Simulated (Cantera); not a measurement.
**Iron carbonyl, mercury and lead vapours: Fe(CO)₅ + N₂**

Input: 1 mol Fe(CO)₅, 7.3 mol N₂, held at 1.33 mbar.

Method: chemical equilibrium by Gibbs-energy minimisation in Cantera with the NASA 1993 tables (ideal gas, pure condensed phases). Candidate condensed phases: C, Fe, Fe(CO)₅, FeO, Fe₂O₃, Fe₃O₄; 27 gas species. Condensed phases not in the tables: cementite and carbon dissolved in iron. Equilibrium is a limit: real reactors are often held back by kinetics, nucleation or transport.

At 1023 K the condensed part is C(graphite) + Fe(α). At 1123 K the condensed part is Fe(α). From 1223 K to 1623 K the condensed part is Fe(γ).

```
T (K)  log p N₂  log p CO  log p Fe  log p CO₂  log p CN  log p C₂N₂  n C(graphite)  n Fe(α)  n Fe(γ)
-----  --------  --------  --------  ---------  --------  ----------  -------------  -------  -------
1023      -3.10     -3.27    -13.35      -6.98      <-14        <-14       0.000969     1.00        0
1123      -3.10     -3.27    -11.51      -7.75      <-14        <-14              0     1.00        0
1223      -3.10     -3.27     -9.98      -8.39      <-14      -14.03              0        0    1.000
1323      -3.10     -3.27     -8.68      -8.94    -13.63      -13.02              0        0    1.000
1423      -3.10     -3.27     -7.57      -9.40    -12.42      -12.15              0        0    1.000
1523      -3.10     -3.27     -6.61      -9.80    -11.36      -11.40              0        0    0.998
1623      -3.10     -3.27     -5.78     -10.14    -10.44      -10.74              0        0    0.985
```
log p: log10 of the partial pressure in bar; n: condensed amount in mol.
